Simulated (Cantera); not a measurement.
# Stirred combustor or abatement burner

A perfectly stirred reactor is fed with 2.58 % CH4, 2.30 % C2H6, 20.0 % O2, 75.1 % N2, at 1.78 atm; it is adiabatic with a 775 K inlet, and is followed from long to short residence time, starting on the burning branch (τ in s: 0.42, 0.16, 0.062, 0.024, 0.0092, 0.0036, 0.0014, 0.00053, 0.0002, 7.8e-05).

Cantera simulation using GRI-Mech 3.0 (53 species, 325 reactions); the numbers are that mechanism's predictions, not measurements.

```tsv
τ (s)	T (K)	x CH4	x C2H6	x O2	x N2O	x NO2
0.42	2148	2.04e-7	2.45e-8	0.0653	4.55e-7	3.21e-6
0.16	2150	5.12e-7	6.26e-8	0.0659	4.66e-7	1.91e-6
0.062	2150	1.22e-6	1.56e-7	0.0664	4.89e-7	1.01e-6
0.024	2145	2.74e-6	3.77e-7	0.0667	5.43e-7	5.33e-7
0.0092	2135	5.66e-6	8.79e-7	0.0670	6.32e-7	2.98e-7
0.0036	2115	1.08e-5	1.91e-6	0.0674	7.06e-7	1.70e-7
0.0014	2084	2.06e-5	4.06e-6	0.0681	7.04e-7	9.01e-8
0.00053	2036	4.18e-5	8.82e-6	0.0694	6.31e-7	4.50e-8
0.00020	1970	9.27e-5	2.02e-5	0.0718	5.33e-7	2.30e-8
7.8e-5	1887	0.000236	5.14e-5	0.0764	4.34e-7	1.21e-8
```
x: mole fraction; the columns are a selection and need not sum to one.
